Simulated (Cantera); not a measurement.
A diamond (100) surface in a fixed gas of H2 with x(CH4) = 0.014, x(CH3) = 0.00074, at 1075 K, 33.8 Torr; coverages are run to steady state.

Computed with Cantera and the Harris–Goodwin 1993 mechanism for the reconstructed diamond (100) surface.

θ: site fractions in the mechanism's names (c6HH fully hydrogenated, c6H* and c6*H radical sites, c6** diradical, c6HM methylated).

```csv
x(H),growth (µm/h),θ c6HH,θ c6H*,θ c6*H,θ c6**,θ c6HM
0.0001,?,0.501,0.0178,0.299,0.00267,0.117
0.00024,?,0.463,0.0192,0.323,0.00518,0.125
0.00056,?,0.454,0.0202,0.340,0.00812,0.118
0.0013,?,0.465,0.0215,0.361,0.0109,0.0943
0.0031,?,0.487,0.0230,0.386,0.0132,0.0610
0.0073,?,0.507,0.0241,0.405,0.0146,0.0331
0.017,22.0,0.519,0.0249,0.416,0.0154,0.0160
0.04,23.3,0.526,0.0255,0.422,0.0159,0.00723
0.095,24.0,0.529,0.0262,0.424,0.0162,0.00313
```

### Question
Complete the blanks.

### Answer

- 0.0001, growth (µm/h): 1.05
- 0.00024, growth (µm/h): 2.60
- 0.00056, growth (µm/h): 5.56
- 0.0013, growth (µm/h): 10.1
- 0.0031, growth (µm/h): 15.4
- 0.0073, growth (µm/h): 19.5
